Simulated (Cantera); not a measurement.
## Counterflow diffusion flame

A counterflow diffusion flame at 0.770 atm, nozzles 20 mm apart: fuel side 85.0 % CO, 11.0 % H₂, 3.99 % CH₄ at 575 K, oxidiser side 20.0 % O₂, 80.0 % N₂ at 548 K, fuel mass flux 0.93 times the oxidiser's; mixture-averaged transport, no radiation.

Detailed kinetics in Cantera: GRI-Mech 3.0 (53 species, 325 reactions). GRI-Mech 3.0 has no aromatics or soot, which form on the fuel side of real flames. The maximum strain rate includes the flame's own expansion and is several times the mean.

```csv
oxidiser flux (kg/m²/s),max strain (1/s),mean strain (1/s),T max (K),peak x OH,peak x H,peak x NO,peak x CO,peak x C₂H₂
0.47,338,102,2017,0.00750,0.00911,9.76e-5,0.854,0.00188
0.62,437,135,1984,0.00740,0.00986,8.46e-5,0.854,0.00188
0.82,568,178,1951,0.00727,0.0106,7.37e-5,0.854,0.00185
1.1,749,239,1917,0.00706,0.0114,6.33e-5,0.854,0.00179
1.4,941,304,1888,0.00685,0.0120,5.51e-5,0.854,0.00171
1.9,1260,412,1855,0.00657,0.0128,4.57e-5,0.854,0.00158
2.5,1640,542,1823,0.00626,0.0134,3.75e-5,0.855,0.00141
3.3,2130,716,1789,0.00588,0.0139,2.95e-5,0.854,0.00118
```
x: mole fraction; the columns are a selection and need not sum to one.
